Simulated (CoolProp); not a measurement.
c-C4F8 (RC318) at 313.22 K and 0.107 MPa flows at 4.1 m/s in a round tube of 6 mm bore and 1.5 µm roughness, fully developed (64/Re and Nu = 3.66 if laminar; Colebrook and Gnielinski if turbulent). Each further row changes one setting.

Model: reference Helmholtz-energy equation of state, Platzer 1990, in CoolProp. This equation is an older, rougher fit.

```csv
case,Reynolds number,Darcy friction factor,pressure drop (Pa/m),heat-transfer coefficient (W/(m² K)),mass flow (kg/h)
as stated,17300,0.0273,323,105,3.52
velocity 8.2 m/s,34700,0.0234,1110,183,7.05
diameter 12 mm,34700,0.0231,136,89.9,14.1
```

Viscosity comes from a separate model (Huber 2003), an estimate that may be off by 10 % or more. Thermal conductivity comes from a separate model (Huber 2003), an estimate that may be off by 10 % or more.
